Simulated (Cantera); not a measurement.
Feed: 1 mol Si, 1.2 mol CO, 1.2 mol H₂, equilibrated at 1998.15 K and 10.0 mbar.

Method: chemical equilibrium by Gibbs-energy minimisation in Cantera with the NASA 1993 tables (ideal gas, pure condensed phases). Candidate condensed phases: C, C₆H₆, C₇H₈, C₈H₁₈, H₂O, Si, SiC, SiO₂; 123 gas species. Gases not in the tables: Si₂H₆ and higher silanes. Equilibrium is a limit: real reactors are often held back by kinetics, nucleation or transport.

Base state: H₂ 0.490, CO 0.291, SiO 0.206, H 0.0112, Si 0.00203, SiH 9.67e-5, Si₂C 5.51e-5, SiH₂ 2.45e-5 (mole fractions); condensed: SiC(s).

**Question.** What changes in the equilibrium state with this change: Si replaced by Fe?

**Answer.** 
```tsv
species	before	after
CO	0.291	0.479
H₂	0.490	0.474
Fe	0	0.0357
SiO	0.206	0
H	0.0112	0.0111
Si	0.00203	0
SiH	9.67e-5	0
Si₂C	5.51e-5	0
SiH₂	2.45e-5	0
SiC(s), mol	0.497	0
Fe(l), mol	0	0.911
```
Further candidate phases: Fe, Fe(CO)₅, FeO, Fe(OH)₂, Fe(OH)₃, Fe₂O₃, Fe₃O₄.
